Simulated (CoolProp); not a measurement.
A single-stage vapour-compression cycle with the fluid: evaporating at 318.15 K (dew point), condensing at 340.15 K (bubble point), superheat 10 K, subcooling 5 K, compressor efficiency 0.6, no pressure losses. The same conditions are run with several fluids, on thermodynamics alone (safety and materials aside).

Model: reference Helmholtz-energy equation of state of each fluid (R11: Jacobsen 1992; R236EA: Rui 2013; cis-2-butene: Lemmon 2005; cyclohexane: Zhou 2014; R245ca: Zhou 2016; R245fa: Akasaka 2015), in CoolProp.

```csv
fluid,cooling COP,pressure ratio,discharge temperature (K),refrigerating effect (kJ/kg),volumetric capacity (kJ/m³)
R11,(withheld),1.86,363.2,164,1770
R236EA,8.06,(withheld),350.6,132,(withheld)
cis-2-butene,8.16,1.77,358.5,346,3040
cyclohexane,8.41,2.19,(withheld),360,338
R245ca,8.24,1.96,353.1,178,1900
R245fa,8.16,1.91,(withheld),(withheld),(withheld)
```

Question: Some entries are withheld; supply them.

Answer: 
- R11, cooling COP: 8.28
- R236EA, pressure ratio: 1.85
- R236EA, volumetric capacity (kJ/m³): 3200
- cyclohexane, discharge temperature (K): 357.6
- R245fa, discharge temperature (K): 353.6
- R245fa, refrigerating effect (kJ/kg): 165
- R245fa, volumetric capacity (kJ/m³): 2590
